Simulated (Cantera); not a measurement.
A Cantera script and its output.

```python
import numpy as np
import cantera as ct

gas = ct.Solution("gri30.yaml")
gas.TPX = 1800, 26000, {'CH3OH': 1, 'O2': 0.882, 'N2': 8.29, 'H2O': 0.33}
reactor = ct.IdealGasConstPressureReactor(gas, energy="on", clone=False)
net = ct.ReactorNet([reactor])
net.rtol, net.atol = 1e-08, 1e-16
show = ['CH3OH', 'O2', 'H2O', 'H2', 'CH3', 'NO']
times = np.geomspace(1e-06, 0.1, 14)

steps = ct.SolutionArray(gas, extra=["t"])
rows = []
print(f"{'t/s':>10s}{'T/K':>9s}{'P/Pa':>11s}" + "".join(f"{s:>11s}" for s in show))
for t in times:
    while net.time < t:
        t_next = net.step()
        steps.append(gas.state, t=t_next)
    rows.append([np.interp(t, steps.t, y) for y in (steps.T, steps.P, *steps(*show).X.T)])
    print(f"{t:10.3e}{rows[-1][0]:9.1f}{rows[-1][1]:11.4g}" + "".join(f"{x:11.3e}" for x in rows[-1][2:]))
rate = np.gradient(steps.T, steps.t)
print("integrator steps:", len(steps.t))
if steps.T.max() > steps.T[0] + 200:
    print(f"time of steepest temperature rise: {steps.t[rate.argmax()]:.4e} s")
gas.TPX = 1800, 26000, {'CH3OH': 1, 'O2': 0.882, 'N2': 8.29, 'H2O': 0.33}
gas.equilibrate("HP")
print(f"equilibrium (HP): T = {gas.T:.1f} K  " + "  ".join(f"{s} {gas[s].X[0]:.3e}" for s in show))
```

Result:

```
       t/s      T/K       P/Pa      CH3OH         O2        H2O         H2        CH3         NO
 1.000e-06   1799.7    2.6e+04  9.512e-02  8.395e-02  3.147e-02  1.761e-05  2.890e-05  4.996e-13
 2.424e-06   1799.4    2.6e+04  9.489e-02  8.385e-02  3.155e-02  1.008e-04  6.829e-05  1.150e-11
 5.878e-06   1798.8    2.6e+04  9.419e-02  8.349e-02  3.178e-02  3.917e-04  1.502e-04  1.103e-10
 1.425e-05   1798.1    2.6e+04  9.183e-02  8.236e-02  3.255e-02  1.460e-03  2.472e-04  5.769e-10
 3.455e-05   1804.6    2.6e+04  7.979e-02  7.732e-02  3.769e-02  7.742e-03  1.628e-04  3.044e-09
 8.377e-05   1925.4    2.6e+04  2.044e-02  5.093e-02  7.522e-02  5.855e-02  1.964e-04  3.122e-08
 2.031e-04   2103.9    2.6e+04  7.550e-17  6.050e-03  1.198e-01  4.942e-02  1.007e-14  5.086e-06
 4.924e-04   2149.2    2.6e+04  7.805e-17  5.196e-03  1.215e-01  5.021e-02  9.338e-15  1.697e-05
 1.194e-03   2225.1    2.6e+04  8.591e-17  4.077e-03  1.265e-01  4.998e-02  8.967e-15  4.694e-05
 2.894e-03   2324.9    2.6e+04  1.002e-16  2.575e-03  1.334e-01  4.941e-02  1.056e-14  1.235e-04
 7.017e-03   2412.4    2.6e+04  1.268e-16  1.303e-03  1.399e-01  4.885e-02  2.011e-14  2.877e-04
 1.701e-02   2449.8    2.6e+04  1.566e-16  7.940e-04  1.427e-01  4.876e-02  3.574e-14  5.485e-04
 4.125e-02   2451.8    2.6e+04  1.632e-16  7.273e-04  1.429e-01  4.894e-02  3.893e-14  8.992e-04
 1.000e-01   2450.5    2.6e+04  1.646e-16  7.144e-04  1.428e-01  4.908e-02  3.922e-14  1.136e-03
integrator steps: 1383
time of steepest temperature rise: 9.6492e-05 s
equilibrium (HP): T = 2450.3 K  CH3OH 1.690e-16  O2 7.129e-04  H2O 1.428e-01  H2 4.910e-02  CH3 4.631e-14  NO 1.165e-03
```

Detailed kinetics in Cantera: GRI-Mech 3.0 (53 species, 325 reactions). GRI-Mech 3.0 was tuned for natural gas; its chemistry of methanol as a main component is partial and can be far from experiment.
